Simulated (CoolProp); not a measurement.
A simple Rankine cycle with R365MFC: condensing at 324.15 K, boiler at 0.787 MPa, turbine inlet 499 K, turbine efficiency 0.85, pump efficiency 0.7, no recuperator. Each further row changes one setting.

Model: reference Helmholtz-energy equation of state, Lemmon 2016, in CoolProp.

```
case                             thermal efficiency (%)  net work (kJ/kg)  heat in (kJ/kg)  turbine exit temperature (K)  volume ratio over the turbine
-------------------------------  ----------------------  ----------------  ---------------  ----------------------------  -----------------------------
as stated                                             ?              36.2              386                             ?                           5.29
condensing temperature 316.15 K                       ?                 ?              397                             ?                              ?
boiler pressure 0.551 MPa                           7.5                 ?              388                         473.8                           3.68
turbine efficiency 0.75                             8.3                 ?              386                         469.8                           5.33
```

Complete the blanks.


- as stated, thermal efficiency (%): 9.4
- as stated, turbine exit temperature (K): 466.4
- condensing temperature 316.15 K, thermal efficiency (%): 10.6
- condensing temperature 316.15 K, net work (kJ/kg): 42.1
- condensing temperature 316.15 K, turbine exit temperature (K): 461.6
- condensing temperature 316.15 K, volume ratio over the turbine: 6.90
- boiler pressure 0.551 MPa, net work (kJ/kg): 29.1
- turbine efficiency 0.75, net work (kJ/kg): 31.9
